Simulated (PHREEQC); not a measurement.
Make-up at 20 °C: 20 mmol/kgw NH3, 0.075 mmol/kgw H3BO3 and 3.7 mmol/kgw Na2CO3. Closed to the air; pH follows from the charge balance.

Equilibrium calculation in PHREEQC: ion-association model, phreeqc.dat.

**Question.** The ionic strength comes out as 0.0107 mol/kgw. What activity coefficients do NaCO3-, HCO3-, CO3-2, H2BO3-, Na+ get?

**Answer.** NaCO3- 0.90, HCO3- 0.90, CO3-2 0.67, H2BO3- 0.90, Na+ 0.90.

This is a speciation only: nothing precipitates in the calculation.
